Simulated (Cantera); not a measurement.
An isothermal, constant-pressure homogeneous reactor starts with NH₃ : H₂ = 1 : 0.25 (molar parts), at 1575 K and 100.0 Torr.

Detailed kinetics in Cantera: the gas-phase N/H chemistry of the illustrative SiF4/NH3 mechanism in the Surface Chemkin manual (1991). Walls and surfaces, which speed up NH3 decomposition in real reactors, are not modelled.

Predict: x(NH₃) at 2.00 s; x(H₂) at 2.00 s; x(NH) at 2.00 s; x(H) at 2.00 s; x(N₂H₂) at 2.00 s.


- x(NH₃) at 2.00 s = 0.756 (gas-phase equilibrium 2.12e-6)
- x(H₂) at 2.00 s = 0.231 (gas-phase equilibrium 0.778)
- x(NH) at 2.00 s = 3.39e-7 (gas-phase equilibrium 6.64e-12)
- x(H) at 2.00 s = 1.18e-5 (gas-phase equilibrium 0.000101)
- x(N₂H₂) at 2.00 s = 7.01e-7 (gas-phase equilibrium <1e-12)
